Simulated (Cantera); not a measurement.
Feed: 1 mol CuF2, 21 mol H2, 270 mol N2, at 1577 °C and 0.00540 bar.

Equilibrium computed with Cantera from the NASA thermochemical tables; the gas is ideal and each condensed phase is pure. Candidate condensed phases: Cu, CuF2; 25 gas species. Rates play no part.

Base state: N2 0.921, H2 0.0672, HF 0.00682, Cu 0.00341, H 0.00190 (mole fractions); condensed: gas only.

### Question
What changes in the equilibrium state with this change: temperature from 1577 °C to 1875 °C?

### Answer
```csv
species,before,after
N2,0.921,0.915
H2,0.0672,0.0608
H,0.00190,0.0140
Cu,0.00341,0.00339
HF,0.00682,0.00678
```

### Question
What changes in the equilibrium state with this change: temperature from 1577 °C to 1250 °C?

### Answer
```
species      before    after
----------  -------  -------
N2            0.921    0.923
H2           0.0672   0.0683
HF          0.00682  0.00683
H           0.00190  8.23e-5
Cu          0.00341  0.00224
Cu(l), mol        0    0.343
```

### Question
What changes in the equilibrium state with this change: CuF2 replaced by CsCl?

### Answer
| species | before | after |
|---|---|---|
| N2 | 0.921 | 0.923 |
| H2 | 0.0672 | 0.0705 |
| CsCl | 0 | 0.00269 |
| HF | 0.00682 | 0 |
| Cu | 0.00341 | 0 |
| Cs | 0 | 0.000730 |
| HCl | 0 | 0.000715 |
| Cl | 0 | 1.50e-5 |
| H | 0.00190 | 0.00195 |
Further candidate phases: Cs, CsCl, NH4Cl.
